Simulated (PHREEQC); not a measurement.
Make-up at 20 °C: 0.0019 mol NH4HF2 per kg of water. Closed to the air; pH follows from the charge balance.

The numbers come from PHREEQC with the ion-association model, wateq4f.dat.

Each row changes one thing in this solution. Precipitation was switched off in this run.

| case | pH | ionic strength (mol/kgw) | NH3 (mol/kgw) |
|---|---|---|---|
| as made | 3.34 | 0.00238 | 1.58e-9 |
| NH4HF2 replaced by NH4HSO4 at the same molality | 2.80 | 0.00527 | [?] |
| NH4HF2 from 0.0019 to 0.00285 mol/kgw | [?] | 0.00340 | 2.06e-9 |
| NH4HF2 from 0.0019 to 0.0038 mol/kgw | 3.25 | [?] | 2.52e-9 |
| diluted 2-fold with water | 3.46 | [?] | [?] |

Question: Fill in the missing entries.

Answer: 
- NH4HF2 replaced by NH4HSO4 at the same molality, NH3 (mol/kgw): 4.31e-10
- NH4HF2 from 0.0019 to 0.00285 mol/kgw, pH: 3.29
- NH4HF2 from 0.0019 to 0.0038 mol/kgw, ionic strength (mol/kgw): 0.00440
- diluted 2-fold with water, ionic strength (mol/kgw): 0.00131
- diluted 2-fold with water, NH3 (mol/kgw): 1.06e-9

Species that the database lacks are ignored.
